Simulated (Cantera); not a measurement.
Input: 1 mol CH3SiCl3, 180 mol H2, 0.23 mol HCl, held at 13300 Pa.

These are equilibrium values from Cantera (NASA tables, ideal gas, pure condensed phases), not measurements of a reactor. Candidate condensed phases: C, C6H6, C7H8, C8H18, Si, SiC; 109 gas species. The feed counts by its element totals alone. The tables' values for SiCl are old estimates; treat these amounts as uncertain. Gases not in the tables: Si2H6 and higher silanes. Rates play no part.

Problem. At 2300 K, list the 6 most abundant gas species with their mole fractions, and the condensed phases.

Solution. H2 0.953, H 0.0259, HCl 0.0167, Si 0.00183, C2H2 (acetylene) 0.00124, Cl 0.000326. Condensed: SiC(s).
